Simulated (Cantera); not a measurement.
A perfectly stirred reactor is fed with CH₄ : C₂H₆ : C₃H₈ : O₂ : N₂ = 1 : 0.087 : 0.34 : 5.07 : 19.1 (molar parts), at 220000 Pa; it is adiabatic with a 648 K inlet, and is followed from long to short residence time, starting on the burning branch (τ in s: 0.11, 0.049, 0.021, 0.009, 0.0038, 0.0016, 0.00071, 0.0003, 0.00013, 5.6e-05, 2.4e-05).

Model: GRI-Mech 3.0 (53 species, 325 reactions), integrated in Cantera. GRI-Mech 3.0 was tuned for natural gas; its chemistry of propane as a main component is partial and can be far from experiment.

**Question.** Predict: blow-out, bracketed by the residence times tried; x(CH₄) at τ = 0.110 s; x(C₂H₆) at τ = 0.110 s; x(C₃H₈) at τ = 0.110 s; x(HCO) at τ = 0.110 s; x(N₂O) at τ = 0.110 s; x(CH₄) at τ = 1.60 ms; x(C₂H₆) at τ = 1.60 ms; x(C₃H₈) at τ = 1.60 ms; x(HCO) at τ = 1.60 ms; x(N₂O) at τ = 1.60 ms.

**Answer.** 
```
Property                                                                      Result
------------------------------------------------  ----------------------------------
blow-out, bracketed by the residence times tried  burning at 56.0 µs, out at 24.0 µs
x(CH₄) at τ = 0.110 s                                                        6.48e-7
x(C₂H₆) at τ = 0.110 s                                                       7.35e-9
x(C₃H₈) at τ = 0.110 s                                                       3.33e-8
x(HCO) at τ = 0.110 s                                                        7.32e-9
x(N₂O) at τ = 0.110 s                                                        4.88e-7
x(CH₄) at τ = 1.60 ms                                                        2.13e-5
x(C₂H₆) at τ = 1.60 ms                                                       3.74e-7
x(C₃H₈) at τ = 1.60 ms                                                       1.49e-6
x(HCO) at τ = 1.60 ms                                                        5.39e-7
x(N₂O) at τ = 1.60 ms                                                        6.06e-7
```
